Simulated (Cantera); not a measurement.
Feed: 1 mol LiOH, 2.9 mol H₂, 0.016 mol O₂, equilibrated at 1325 K and 24.0 mbar.

These are equilibrium values from Cantera (NASA tables, ideal gas, pure condensed phases), not measurements of a reactor. Candidate condensed phases: H₂O, Li, LiH, LiOH, Li₂O; 17 gas species. The numbers say what is thermodynamically allowed, not how fast it happens.

Base state: H₂ 0.838, H₂O 0.150, LiOH 0.0116, Li 0.000115, Li₂(OH)₂ 5.60e-5 (mole fractions); condensed: Li₂O(s).

### Question
What changes in the equilibrium state with this change: O₂ from 0.016 to 0.18 mol?

### Answer
```tsv
species	before	after
H₂	0.838	0.741
H₂O	0.150	0.244
LiOH	0.0116	0.0149
Li₂(OH)₂	5.60e-5	9.10e-5
Li	0.000115	8.48e-5
Li₂O(s), mol	0.480	0.474
```
